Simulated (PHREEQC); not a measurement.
Make-up at 25 °C: 45 mmol/kgw CdCl2 and 37 mmol/kgw NaCl. Closed to the air; pH follows from the charge balance.

The numbers come from PHREEQC with the ion-association model, phreeqc.dat.

No solid was allowed to form.

Predict the pH.

pH 5.55.

In which forms is Cd present?

CdCl+ 64 %, Cd+2 21 %, CdCl2 13 %, CdCl3- 0.7 % of the Cd.

Species that the database lacks are ignored.
